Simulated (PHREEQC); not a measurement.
A solution holds 0.25 mol CdSO4, 0.069 mol H3BO3 and 0.0009 mol FeSO4 per kg of water, at 90 °C. Closed to the air; pH follows from the charge balance.

Equilibrium calculation in PHREEQC: ion-association model, phreeqc.dat.

Precipitation was switched off in this run.

Q: Predict the pH, activity of water.

A: pH 5.15; activity of water 0.994.

Q: In which forms is Fe present?

A: FeSO4 52 %, Fe+2 48 % of the Fe.

Species that the database lacks are ignored. At this temperature some constants are extrapolated from 25 °C, and those without enthalpy data are left unchanged.
